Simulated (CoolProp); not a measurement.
Vapour-liquid equilibrium of R1234yf (1) + R1234ze(E) (2) at 772 kPa; x and y are mole fractions of (1).

Computed with CoolProp (multi-fluid Helmholtz-energy mixture model, Lemmon 2022 and Thol 2016; pair parameters Bell 2022).

```tsv
x	bubble temperature, mixture model (K)	bubble temperature, Raoult's law (K)	y, mixture model	y, Raoult's law
0.05	312.7	312.8	0.064	0.065
0.125	311.7	311.9	0.156	0.160
0.2	310.8	311.1	0.243	0.250
0.275	309.9	310.2	0.326	0.336
0.35	309.0	309.4	0.405	0.419
0.425	308.2	308.5	0.482	0.498
0.5	307.4	307.7	0.556	0.573
0.575	306.7	306.9	0.628	0.645
0.65	305.9	306.1	0.698	0.714
0.725	305.2	305.3	0.767	0.781
0.8	304.5	304.6	0.833	0.844
0.875	303.8	303.8	0.897	0.905
0.95	303.1	303.1	0.959	0.963
```

The largest gap from Raoult's law is -0.4 K in bubble temperature, at x = 0.35. No azeotrope shows between x = 0.05 and 0.95.

The pair parameters rest on a limited set of measurements; away from them the model extrapolates.
